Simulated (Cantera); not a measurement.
A closed system holds: 1 mol SiH4, 1.9 mol NH3, at 1848 K and 0.133 bar.

Method: chemical equilibrium by Gibbs-energy minimisation in Cantera with the NASA 1993 tables (ideal gas, pure condensed phases). Candidate condensed phases: Si, Si3N4; 18 gas species. Mutual solubility and eutectic melting of coexisting phases are not modelled. Gases not in the tables: Si2H6 and higher silanes. Equilibrium is a limit: real reactors are often held back by kinetics, nucleation or transport.

Base state: H2 0.857, N2 0.142, H 0.00134, Si 4.71e-5, SiH2 3.57e-5, SiH 1.59e-5 (mole fractions); condensed: Si(l) + Si3N4(s).

Q: What changes in the equilibrium state with this change: temperature from 1848 K to 1650 K?

A: 
```tsv
species	before	after
H2	0.857	0.945
N2	0.142	0.0552
H	0.00134	0.000242
SiH2	3.57e-5	1.69e-6
Si	4.71e-5	4.15e-7
SiH	1.59e-5	2.69e-7
Si(l), mol	0.775	0
Si3N4(s), mol	0.0748	0.333
```

Q: What changes in the equilibrium state with this change: temperature from 1848 K to 1298 K?

A: 
```json
[
 {"species": "H2", "before": "0.857", "after": "0.945"},
 {"species": "N2", "before": "0.142", "after": "0.0552"},
 {"species": "H", "before": "0.00134", "after": "2.85e-6"},
 {"species": "Si", "before": "4.71e-5", "after": "<1e-9"},
 {"species": "SiH2", "before": "3.57e-5", "after": "<1e-9"},
 {"species": "SiH", "before": "1.59e-5", "after": "<1e-9"},
 {"species": "Si(l), mol", "before": "0.775", "after": "0"},
 {"species": "Si3N4(s), mol", "before": "0.0748", "after": "0.333"}
]
```
